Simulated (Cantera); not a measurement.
A closed system holds: 1 mol BCl3, 3.2 mol N2.

Equilibrium computed with Cantera from the NASA thermochemical tables; the gas is ideal and each condensed phase is pure. Candidate condensed phases: B, BN; 10 gas species. N2 is the only nitrogen source here; it is nearly inert below about 1500 K, so the nitride shown seldom forms there in practice. The tables' values for BCl2 are old estimates. The numbers say what is thermodynamically allowed, not how fast it happens.

Stable condensed phases, one row left out:

```
T in K \ P in Pa
             10     25     63    160    400   1000   2500   6300  16000  40000 100000
   2050       A      A      A      A      A      A      A      A      A      A      A
   1950       A      A      A      A      A      A      A      A      A      A      A
   1850       A      A      A      A      A      A      A      A      A      A      A
   1750       A      A      A      A      A      A      A      A      B      B      B
   1650       A      A      A      A      B      B      B      B      B      B      B
   1550       B      B      B      B      B      B      B      B      B      B      B
   1350       B      B      B      B      B      B      B      B      A      A      A
   1250       B      B      B      B      B      B      A      A      A      A      A
```

A: gas only; B: BN.

**Question.** Give the row for 1450 K.

**Answer.** 10: BN; 25: BN; 63: BN; 160: BN; 400: BN; 1000: BN; 2500: BN; 6300: BN; 16000: BN; 40000: BN; 100000: gas only.
